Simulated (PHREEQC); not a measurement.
Make-up at 60 °C: 0.014 mol HNO3 and 2.2e-07 mol H4SiO4 per kg of water. Closed to the air; pH follows from the charge balance.

Computed with PHREEQC (ion-association model, phreeqc.dat).

```json
{
 "pH": "1.90",
 "ionic_strength": "0.0140 mol/kgw",
 "specific_conductance": "10300 µS/cm",
 "total_alkalinity": "-14.0 meq/kg"
}
```

```tsv
species	molality	activity	log γ
H+	0.0140	0.0126	-0.048
NO3-	0.0140	0.0123	-0.058
H4SiO4	2.20e-7	2.21e-7	0.001
```

Precipitation was switched off in this run. Away from 25 °C the constants follow the database's enthalpies or fits; those with neither stay at their 25 °C values.
